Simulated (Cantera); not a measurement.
A perfectly stirred reactor is fed with 84.7 % NH3, 15.3 % H2, at 750 Torr; it is held at 1648 K, and followed from long to short residence time.

Model: the gas-phase N/H chemistry of the illustrative SiF4/NH3 mechanism in the Surface Chemkin manual (1991), integrated in Cantera. Walls and surfaces, which speed up NH3 decomposition in real reactors, are not modelled.

### Question
Predict: x(NH3) at τ = 1.60 s; x(H2) at τ = 1.60 s; x(N2H2) at τ = 1.60 s; x(H) at τ = 1.60 s; x(NH2) at τ = 1.60 s; x(NH3) at τ = 12.0 ms; x(H2) at τ = 12.0 ms; x(N2H2) at τ = 12.0 ms; x(H) at τ = 12.0 ms; x(NH2) at τ = 12.0 ms.

### Answer
```
Item                      Result
----------------------  --------
x(NH3) at τ = 1.60 s       0.558
x(H2) at τ = 1.60 s        0.363
x(N2H2) at τ = 1.60 s    3.58e-7
x(H) at τ = 1.60 s       2.49e-5
x(NH2) at τ = 1.60 s     9.40e-5
x(NH3) at τ = 12.0 ms      0.844
x(H2) at τ = 12.0 ms       0.155
x(N2H2) at τ = 12.0 ms   7.46e-7
x(H) at τ = 12.0 ms      9.35e-6
x(NH2) at τ = 12.0 ms   0.000125
```
